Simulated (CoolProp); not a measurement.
trans-2-butene along the isobar 0.978 MPa: density (kg/m³) from the reference equation and from simpler models built on Tc = 428.6 K, pc = 4.019 MPa, ω = 0.210; each cubic takes its own stable root.

Computed with CoolProp (reference Helmholtz-energy equation of state, Lemmon 2005). It is a short technical equation, of lower accuracy than the large ones.

| T (K) | phase | reference |
|---|---|---|
| 378.9 | gas | 20.34 |
| 392.1 | gas | 19.25 |
| 405.4 | gas | 18.31 |
| 418.7 | gas | 17.48 |
| 432 | gas | 16.74 |
| 445.3 | gas | 16.08 |
| 458.6 | gas | 15.48 |
| 471.9 | gas | 14.94 |
| 485.1 | gas | 14.44 |
| 498.4 | gas | 13.97 |
| 511.7 | gas | 13.54 |
| 525 | gas | 13.14 |

Question: How far does each simpler model (ideal gas, Redlich-Kwong, Soave-Redlich-Kwong, Peng-Robinson) lie from the reference over these 12 states: mean and median of the absolute difference, and the worst?

Answer: 
- ideal gas: mean 8.2 %, median 7.4 %, worst -14.4 % at 378.9 K and 0.978 MPa
- Redlich-Kwong: mean 0.4 %, median 0.3 %, worst -1.5 % at 378.9 K and 0.978 MPa
- Soave-Redlich-Kwong: mean 0.3 %, median 0.2 %, worst -0.8 % at 378.9 K and 0.978 MPa
- Peng-Robinson: mean 0.6 %, median 0.6 %, worst +0.8 % at 432 K and 0.978 MPa
